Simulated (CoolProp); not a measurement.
A single-stage vapour-compression cycle with C2F6 (R116): evaporating at 203.15 K (dew point), condensing at 265.15 K (bubble point), superheat 5 K, subcooling 5 K, compressor efficiency 0.65, no pressure losses. Each further row changes one setting.

Computed with CoolProp (reference Helmholtz-energy equation of state, Lemmon 2006). It is a short technical equation, of lower accuracy than the large ones.

| case | cooling COP | pressure ratio | discharge temperature (K) | refrigerating effect (kJ/kg) | volumetric capacity (kJ/m³) |
|---|---|---|---|---|---|
| as stated | 1.31 | 9.67 | 285.7 | 55.7 | 722 |
| evaporating temperature 208.15 K | 1.53 | 7.62 | 283.6 | 58.3 | 946 |
| condensing temperature 260.15 K | 1.54 | 8.39 | 280.3 | 61.7 | 799 |
| subcooling 10 K | 1.45 | 9.67 | 285.7 | 61.7 | 800 |
| superheat 15 K | 1.37 | 9.67 | 296.2 | 62.2 | 762 |
| compressor efficiency 0.55 | 1.10 | 9.67 | 294.4 | 55.7 | 722 |
